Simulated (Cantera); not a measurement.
Charge: 1 mol CCl4, 0.29 mol HCl, 15 mol H2, 0.066 mol CH4, equilibrated at 502 °C and 1.40 mbar.

Method: chemical equilibrium by Gibbs-energy minimisation in Cantera with the NASA 1993 tables (ideal gas, pure condensed phases). Candidate condensed phases: C, C6H6, C7H8, C8H18; 91 gas species. Equilibrium is a limit: real reactors are often held back by kinetics, nucleation or transport.

Base state: H2 0.752, HCl 0.247, CH4 0.00162 (mole fractions); condensed: C(graphite).

Task: What changes in the equilibrium state with this change: temperature from 502 °C to 2275 °C?

Result: 
```json
[
 {"species": "H", "before": "<1e-9", "after": "0.481"},
 {"species": "H2", "before": "0.752", "after": "0.338"},
 {"species": "Cl", "before": "<1e-9", "after": "0.0880"},
 {"species": "HCl", "before": "0.247", "after": "0.0879"},
 {"species": "C2H2 (acetylene)", "before": "<1e-9", "after": "0.00445"},
 {"species": "C3", "before": "<1e-9", "after": "0.000740"},
 {"species": "C(graphite), mol", "before": "1.04", "after": "0.757"}
]
```

Task: What changes in the equilibrium state with this change: temperature from 502 °C to 1927 °C?

Result: 
```json
[
 {"species": "H2", "before": "0.752", "after": "0.649"},
 {"species": "HCl", "before": "0.247", "after": "0.201"},
 {"species": "H", "before": "<1e-9", "after": "0.121"},
 {"species": "Cl", "before": "<1e-9", "after": "0.0273"},
 {"species": "C2H2 (acetylene)", "before": "<1e-9", "after": "0.00166"},
 {"species": "C2H", "before": "<1e-9", "after": "1.08e-5"},
 {"species": "CH4", "before": "0.00162", "after": "1.55e-7"},
 {"species": "C(graphite), mol", "before": "1.04", "after": "1.00"}
]
```
